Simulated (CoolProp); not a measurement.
Vapour pressure (MPa) of n-butane: the reference equation beside estimates from Tc = 425.1 K, pc = 3.796 MPa, ω = 0.201. Clausius-Clapeyron is anchored at 238.9 K with a constant enthalpy of vaporisation of 24.06 kJ/mol.

The numbers come from the reference Helmholtz-energy equation of state, Bücker 2006 in CoolProp.

```tsv
T (K)	reference	Lee-Kesler	Clausius-Clapeyron	Soave-Redlich-Kwong	Peng-Robinson
211.8	0.004575	0.004299	0.004835	0.004389	0.004723
225.3	0.01076	0.01023	0.01096	0.01040	0.01097
238.9	0.02277	0.02191	0.02277	0.02217	0.02299
252.5	0.04390	0.04275	0.04371	0.04306	0.04407
266	0.07811	0.07682	0.07819	0.07709	0.07809
279.6	0.1309	0.1299	0.1327	0.1300	0.1306
293.2	0.2080	0.2076	0.2145	0.2076	0.2073
306.8	0.3157	0.3166	0.3321	0.3166	0.3147
320.3	0.4599	0.4624	0.4942	0.4631	0.4588
333.9	0.6500	0.6543	0.7140	0.6569	0.6495
347.5	0.8931	0.8989	1.002	0.9052	0.8941
361	1.195	1.202	1.368	1.214	1.199
374.6	1.569	1.577	1.831	1.596	1.578
388.2	2.025	2.033	2.399	2.059	2.040
401.8	2.574	2.583	3.088	2.612	2.594
```

Absolute difference from the reference over all 15 rows, mean and median: Lee-Kesler 1.6 and 0.6 %, Clausius-Clapeyron 7.8 and 5.7 %, Soave-Redlich-Kwong 1.6 and 1.5 %, Peng-Robinson 0.7 and 0.3 %.
